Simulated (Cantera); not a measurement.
Charge: 1 mol SiCl4, 39 mol H2, at 925 K and 0.00133 bar.

These are equilibrium values from Cantera (NASA tables, ideal gas, pure condensed phases), not measurements of a reactor. Candidate condensed phases: Si; 19 gas species. The tables' values for SiCl3 are old estimates; treat these amounts as uncertain. Equilibrium is a limit: real reactors are often held back by kinetics, nucleation or transport.

Q: What is the equilibrium state?

A: 
```
Quantity        Value
----------  ---------
x(H2)           0.959
x(HCl)         0.0200
x(SiCl4)       0.0170
x(SiHCl3)     0.00296
x(SiCl2)     0.000601
x(SiCl3)     0.000507
x(SiH2Cl2)    5.07e-5
n(Si(s))    0.153 mol
gas amount  40.19 mol
```
